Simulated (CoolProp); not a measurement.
Vapour-liquid equilibrium of n-hexane (1) + hexamethyldisiloxane (MM) (2) at 112.05 °C; x and y are mole fractions of (1).

The numbers come from the multi-fluid Helmholtz-energy mixture model, Thol 2019 and Thol 2016; pair parameters Bell 2016 in CoolProp.

Q: Give the bubble pressure and the first vapour's composition at x = 0.05, 0.15, 0.45. Is there an azeotrope?

A: x = 0.05: 147.8 kPa, y = 0.095; x = 0.15: 163.1 kPa, y = 0.259; x = 0.45: 212.3 kPa, y = 0.626. No azeotrope shows between x = 0.05 and 0.95.

Pair parameters are fitted to limited data, so mixtures are less certain than the pure fluids.
